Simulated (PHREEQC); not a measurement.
# Brine: an equilibrium model

Dissolve 0.25 mol/kgw CaCl2, 0.00014 mol/kgw Na2SO4 and 0.017 mol/kgw KBr at 51 °C. Closed to the air; pH follows from the charge balance.

Model: ion-association model, phreeqc.dat, run in PHREEQC.

The ionic strength comes out as 0.767 mol/kgw and the activity of water is 0.987. The density is 1.011 g/cm³.

```csv
species,molality,activity,log γ
Cl-,0.500,0.305,-0.215
Ca+2,0.250,0.0576,-0.637
Br-,0.0170,0.00955,-0.250
K+,0.0170,0.0102,-0.221
Na+,0.000280,0.000198,-0.151
CaSO4,8.63e-5,0.000103,0.077
SO4-2,5.23e-5,8.40e-6,-0.794
KSO4-,1.39e-6,9.16e-7,-0.182
```

Precipitation was switched off in this run. Ionic strength above about 0.7 mol/kgw puts this run outside the model's range. Species that the database lacks are ignored. Constants without temperature data keep their 25 °C values here.
